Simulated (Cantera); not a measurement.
An isothermal, constant-pressure homogeneous reactor starts with CH₄ : H₂ = 1 : 88 (molar parts), at 1000 K and 0.280 bar. Integrator tolerance rtol = 1e-08.

Model: GRI-Mech 3.0 (53 species, 325 reactions), integrated in Cantera. GRI-Mech 3.0 stops at C3 and has no aromatics, soot or wall deposition, so with more carbon than oxygen in the feed, carbon stays in small species such as C2H2 where larger ones or solid carbon would form.

### Question
What does this change do: temperature 1000 to 1473 K?

### Answer
```json
[
 {"quantity": "x(CH₄) at 20.0 s", "before": "0.0112 (gas-phase equilibrium 0.0112)", "after": "0.00966 (gas-phase equilibrium 0.00928)"},
 {"quantity": "x(H₂) at 20.0 s", "before": "0.989 (gas-phase equilibrium 0.989)", "after": "0.990 (gas-phase equilibrium 0.990)"},
 {"quantity": "x(CH₃) at 20.0 s", "before": "7.68e-10 (gas-phase equilibrium 8.43e-10)", "after": "4.69e-6 (gas-phase equilibrium 4.53e-6)"},
 {"quantity": "x(C₂H₂) at 20.0 s", "before": "<1e-12 (gas-phase equilibrium 2.14e-10)", "after": "0.000703 (gas-phase equilibrium 0.000874)"},
 {"quantity": "x(CH₂) at 20.0 s", "before": "<1e-12 (gas-phase equilibrium <1e-12)", "after": "9.01e-11 (gas-phase equilibrium 8.77e-11)"},
 {"quantity": "x(C₂H₄) at 20.0 s", "before": "6.07e-12 (gas-phase equilibrium 3.03e-8)", "after": "7.28e-5 (gas-phase equilibrium 8.99e-5)"},
 {"quantity": "x(C₂H₆) at 20.0 s", "before": "1.60e-10 (gas-phase equilibrium 2.25e-8)", "after": "2.46e-7 (gas-phase equilibrium 2.65e-7)"}
]
```
